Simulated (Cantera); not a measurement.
Cantera run, input and output.

```python
import numpy as np
import cantera as ct

surf = ct.Interface("diamond.yaml", "diamond_100")
gas, bulk = surf.adjacent["gas"], surf.adjacent["diamond"]
k = surf.kinetics_species_index(bulk.species_names[0])
cover = ["c6HH", "c6H*", "c6*H", "c6**", "c6HM", "c6B"]

rows, drift = [], 0.0
print(f"{'xCH3':>10s}{'um/h':>11s}" + "".join(f"{s:>11s}" for s in cover))
for v in [1e-06, 2.2e-06, 4.9e-06, 1.1e-05, 2.4e-05, 5.3e-05, 0.00012, 0.00026, 0.00057]:
    T, P, xH, xCH3 = 1050, 5400, 0.00027, v
    gas.TPX = T, P, {"H": xH, "CH3": xCH3, "CH4": 0.028, "H2": 1 - xH - xCH3 - 0.028}
    surf.TP = bulk.TP = T, P
    surf.coverages = "c6H*:0.1, c6HH:0.9"
    surf.advance_coverages(100.0)
    before = surf.coverages
    surf.advance_coverages(100.0)
    drift = max(drift, np.max(np.abs(surf.coverages - before) / (surf.coverages + 1e-9)))
    rate = surf.net_production_rates[k] * bulk.mean_molecular_weight / bulk.density * 3.6e9
    rows.append([rate, *surf[cover].coverages])
    print(f"{v:10.4g}{rate:11.4e}" + "".join(f"{x:11.3e}" for x in rows[-1][1:]))
```

Result:

```
      xCH3       um/h       c6HH       c6H*       c6*H       c6**       c6HM        c6B
     1e-06 1.0156e-02  5.760e-01  2.190e-02  3.922e-01  9.232e-03  4.526e-04  2.756e-11
   2.2e-06 2.2318e-02  5.756e-01  2.189e-02  3.918e-01  9.218e-03  9.946e-04  6.056e-11
   4.9e-06 4.9590e-02  5.746e-01  2.185e-02  3.911e-01  9.185e-03  2.210e-03  1.346e-10
   1.1e-05 1.1072e-01  5.724e-01  2.176e-02  3.895e-01  9.111e-03  4.936e-03  3.005e-10
   2.4e-05 2.3884e-01  5.677e-01  2.157e-02  3.862e-01  8.958e-03  1.065e-02  6.481e-10
   5.3e-05 5.1448e-01  5.577e-01  2.117e-02  3.789e-01  8.631e-03  2.297e-02  1.396e-09
   0.00012 1.1027e+00  5.361e-01  2.030e-02  3.635e-01  7.945e-03  4.933e-02  2.992e-09
   0.00026 2.1527e+00  4.975e-01  1.875e-02  3.357e-01  6.770e-03  9.671e-02  5.841e-09
   0.00057 3.8895e+00  4.330e-01  1.616e-02  2.893e-01  4.981e-03  1.761e-01  1.055e-08
```

Cantera simulation using the Harris–Goodwin 1993 mechanism for the reconstructed diamond (100) surface; the numbers are that mechanism's predictions, not measurements.
